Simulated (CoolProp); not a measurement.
A single-stage vapour-compression cycle with R11: evaporating at 308.15 K (dew point), condensing at 350.15 K (bubble point), superheat 10 K, subcooling 8 K, compressor efficiency 0.65, no pressure losses. Each further row changes one setting.

Model: reference Helmholtz-energy equation of state, Jacobsen 1992, in CoolProp.

```tsv
case	cooling COP	pressure ratio	discharge temperature (K)	refrigerating effect (kJ/kg)	volumetric capacity (kJ/m³)
as stated	4.34	3.27	380.6	152	1230
evaporating temperature 313.15 K	5.09	(withheld)	(withheld)	(withheld)	(withheld)
condensing temperature 345.15 K	5.02	(withheld)	373.7	157	1260
subcooling 13 K	4.48	3.27	380.6	157	1260
superheat 20 K	4.36	3.27	(withheld)	(withheld)	1230
compressor efficiency 0.55	3.68	3.27	390.1	152	1230
```

Question: Complete the blanks.

Answer: 
- evaporating temperature 313.15 K, pressure ratio: 2.79
- evaporating temperature 313.15 K, discharge temperature (K): 377.6
- evaporating temperature 313.15 K, refrigerating effect (kJ/kg): 155
- evaporating temperature 313.15 K, volumetric capacity (kJ/m³): 1450
- condensing temperature 345.15 K, pressure ratio: 2.89
- superheat 20 K, discharge temperature (K): 391.8
- superheat 20 K, refrigerating effect (kJ/kg): 158
